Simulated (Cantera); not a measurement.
Feed: 1 mol Si, 0.57 mol Cl₂, 1.4 mol H₂, held at 1250 K and 0.650 bar.

Method: chemical equilibrium by Gibbs-energy minimisation in Cantera with the NASA 1993 tables (ideal gas, pure condensed phases). Candidate condensed phases: Si; 19 gas species. The tables' values for SiCl₃ are old estimates; treat these amounts as uncertain. The numbers say what is thermodynamically allowed, not how fast it happens.

Base state: H₂ 0.763, SiCl₄ 0.100, HCl 0.0637, SiHCl₃ 0.0428, SiCl₃ 0.0137, SiCl₂ 0.0134, SiH₂Cl₂ 0.00249, SiH₃Cl 4.00e-5 (mole fractions); condensed: Si(s).

Task: What changes in the equilibrium state with this change: temperature from 1250 K to 598 K?

Result: 
```
species      before    after
----------  -------  -------
H₂            0.763    0.811
SiCl₄         0.100    0.122
SiHCl₃       0.0428   0.0655
HCl          0.0637  3.96e-5
SiCl₂        0.0134    <1e-9
SiCl₃        0.0137  2.66e-7
SiH₃Cl      4.00e-5  9.11e-6
SiH₂Cl₂     0.00249  0.00175
Si(s), mol    0.704    0.686
```

Task: What changes in the equilibrium state with this change: Cl₂ from 0.57 to 2.2 mol?

Result: 
| species | before | after |
|---|---|---|
| H₂ | 0.763 | 0.423 |
| SiCl₄ | 0.100 | 0.341 |
| HCl | 0.0637 | 0.196 |
| SiCl₂ | 0.0134 | 0.00266 |
| SiHCl₃ | 0.0428 | 0.0262 |
| SiCl₃ | 0.0137 | 0.0113 |
| SiH₃Cl | 4.00e-5 | 7.93e-7 |
| SiH₂Cl₂ | 0.00249 | 0.000274 |
| Si(s), mol | 0.704 | 0 |

Task: What changes in the equilibrium state with this change: Cl₂ from 0.57 to 3 mol?

Result: 
```tsv
species	before	after
HCl	0.0637	0.592
SiCl₄	0.100	0.290
H₂	0.763	0.115
SiCl₂	0.0134	6.73e-5
SiHCl₃	0.0428	0.00200
SiCl₃	0.0137	0.00165
SiH₃Cl	4.00e-5	<1e-9
SiH₂Cl₂	0.00249	1.88e-6
Si(s), mol	0.704	0
```
